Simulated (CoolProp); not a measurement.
Vapour-liquid equilibrium of toluene (1) + n-dodecane (2) at 509.1 K; x and y are mole fractions of (1).

The numbers come from the multi-fluid Helmholtz-energy mixture model, Lemmon 2006 and Lemmon 2004; pair parameters Bell 2016 in CoolProp.

```csv
x,bubble pressure (bar),y at the bubble point,dew pressure at overall composition x (bar),liquid density (mol/L)
0.05,…,0.214,1.657,3.471
0.2,3.294,0.583,1.928,…
0.35,4.878,0.758,2.302,…
0.5,6.632,…,2.856,4.565
0.65,8.525,…,3.761,5.072
0.8,10.57,0.957,5.517,…
0.95,12.78,0.990,…,…
```

Q: What belongs in the gaps?

A: 
- 0.05, bubble pressure (bar): 1.957
- 0.2, liquid density (mol/L): 3.782
- 0.35, liquid density (mol/L): 4.142
- 0.5, y at the bubble point: 0.854
- 0.65, y at the bubble point: 0.915
- 0.8, liquid density (mol/L): 5.691
- 0.95, dew pressure at overall composition x (bar): 10.16
- 0.95, liquid density (mol/L): 6.467

No azeotrope shows between x = 0.05 and 0.95.

The pair parameters rest on a limited set of measurements; away from them the model extrapolates.
